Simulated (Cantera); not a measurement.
**Ignition delay**

Mixture: 7.46 % CH4, 0.425 % C2H6, 20.3 % O2, 66.8 % N2, 5.00 % CO2, equivalence ratio 0.81, at 4.93 atm, adiabatic and at constant volume. Ignition delay is the time to a rise of 400 K.

Cantera simulation using GRI-Mech 3.0 (53 species, 325 reactions); the numbers are that mechanism's predictions, not measurements.

```tsv
T0 (K)	delay (ms)
1250	1.45
1350	0.503
1450	0.185
1550	0.0734
1650	0.0321
1750	0.0158
1850	0.00872
1950	0.00532
2050	0.00352
2150	0.00248
```

- apparent activation energy between 1950 and 2150 K: 130 kJ/mol
